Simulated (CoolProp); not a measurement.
Saturation properties of dimethyl carbonate.

Model: reference Helmholtz-energy equation of state, Zhou 2011, in CoolProp.

```csv
T (°C),p (MPa),vapour density (kg/m³),enthalpy of vaporisation (kJ/kg),surface tension (mN/m)
150.75,0.5087,14.34,329.2,11.3
162.25,0.6522,18.27,319.1,9.95
173.75,0.8245,23.05,308.3,8.67
185.25,1.029,28.83,296.8,7.43
196.75,1.271,35.84,284.4,6.26
208.15,1.551,44.28,270.9,5.15
219.65,1.878,54.73,255.8,4.09
231.15,2.257,67.75,238.7,3.11
242.65,2.694,84.41,218.7,2.21
254.15,3.198,106.7,194.2,1.40
265.65,3.779,139.3,162.0,0.710
```

It boils at 90.1 °C under 1 atm.

Surface tension comes from a separate correlation (Mulero 2014).
